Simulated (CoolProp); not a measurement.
Saturation properties of diethyl ether.

The numbers come from the reference Helmholtz-energy equation of state, Thol 2014 in CoolProp.

```csv
T (°C),p (MPa),enthalpy of vaporisation (kJ/kg),vapour Z
9.55,0.03810,379.1,0.9761
18.95,0.05641,371.4,0.9688
28.45,0.08145,363.4,0.9601
37.85,0.1141,355.2,0.9500
47.35,0.1568,346.6,0.9383
56.75,0.2103,337.7,0.9251
66.25,0.2775,328.4,0.9100
75.65,0.3591,318.7,0.8932
```

It boils at 34.5 °C under 1 atm.
